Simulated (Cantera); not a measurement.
A perfectly stirred reactor is fed with CH4 : C2H6 : O2 : N2 = 1 : 1 : 4.58 : 13 (molar parts), equivalence ratio 1.2, at 46000 Pa; it is adiabatic with a 475 K inlet, and is followed from long to short residence time, starting on the burning branch (τ in s: 0.032, 0.018, 0.01, 0.0058, 0.0033, 0.0019, 0.001, 0.00059, 0.00033, 0.00019, 0.00011, 6e-05, 3.4e-05).

Detailed kinetics in Cantera: GRI-Mech 3.0 (53 species, 325 reactions).

One state of this run: T (K) = 2247; x CH4 = 5.32e-5; x C2H6 = 1.02e-5; x O2 = 0.0100; x H = 0.0156; x CH2CO = 3.25e-6; x HO2 = 1.69e-6. x: mole fraction; the columns are a selection and need not sum to one.

Problem. Which value of τ (s) does it belong to?
A. 0.032
B. 0.00019
C. 0.0058
D. 0.0010

Solution. D, 0.0010
